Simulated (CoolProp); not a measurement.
Properties of R365MFC along the isobar 7.92 MPa.

Model: reference Helmholtz-energy equation of state, Lemmon 2016, in CoolProp.

| T (K) | phase | Z | speed of sound (m/s) | expansivity (1/kK) | fugacity coefficient |
|---|---|---|---|---|---|
| 417.1 | liquid | 0.3371 | 398.8 | 2.843 | 0.1950 |
| 423.1 | liquid | 0.3382 | 381.1 | 2.994 | ___ |
| 429 | liquid | 0.3397 | ___ | 3.160 | 0.2315 |
| 434.9 | liquid | ___ | 346.9 | 3.346 | 0.2506 |
| 440.8 | liquid | 0.3439 | 330.0 | 3.556 | 0.2704 |
| 446.7 | liquid | 0.3468 | 313.4 | 3.793 | 0.2906 |
| 452.7 | liquid | 0.3504 | 296.6 | 4.068 | 0.3117 |
| 458.6 | liquid | 0.3546 | 280.4 | 4.378 | 0.3328 |
| 464.5 | supercritical | 0.3596 | ___ | 4.734 | 0.3541 |
| 470.4 | supercritical | 0.3656 | 249.0 | 5.145 | 0.3757 |
| 476.3 | supercritical | 0.3727 | 233.9 | 5.623 | 0.3974 |
| 482.2 | supercritical | 0.3812 | 219.2 | 6.180 | 0.4190 |
| 488.2 | supercritical | 0.3914 | 204.9 | 6.840 | 0.4409 |
| 494.1 | supercritical | 0.4036 | 191.6 | 7.589 | 0.4621 |
| 500 | supercritical | ___ | 179.3 | 8.429 | 0.4829 |

Task: What belongs in the gaps?

Result: 
- 423.1, fugacity coefficient: 0.2130
- 429, speed of sound (m/s): 364.0
- 434.9, Z: 0.3416
- 464.5, speed of sound (m/s): 264.5
- 500, Z: 0.4181
